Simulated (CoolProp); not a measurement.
Sulfur dioxide along the isobar 225 bar: fugacity coefficient from the reference equation and from simpler models built on Tc = 430.6 K, pc = 78.87 bar, ω = 0.256; each cubic takes its own stable root.

The numbers come from the reference Helmholtz-energy equation of state, Gao 2016 in CoolProp.

```csv
T (K),phase,reference,Redlich-Kwong,Soave-Redlich-Kwong,Peng-Robinson
358.8,liquid,0.1083,0.1407,0.1162,0.1085
379.6,liquid,0.1556,0.1893,0.1673,0.1561
400.4,liquid,0.2118,0.2434,0.2278,0.2125
421.1,liquid,0.2749,0.3008,0.2953,0.2755
441.9,supercritical,0.3432,0.3603,0.3674,0.3432
462.7,supercritical,0.4136,0.4197,0.4406,0.4119
483.5,supercritical,0.4830,0.4772,0.5113,0.4784
504.2,supercritical,0.5478,0.5309,0.5765,0.5399
525,supercritical,0.6066,0.5804,0.6352,0.5957
```
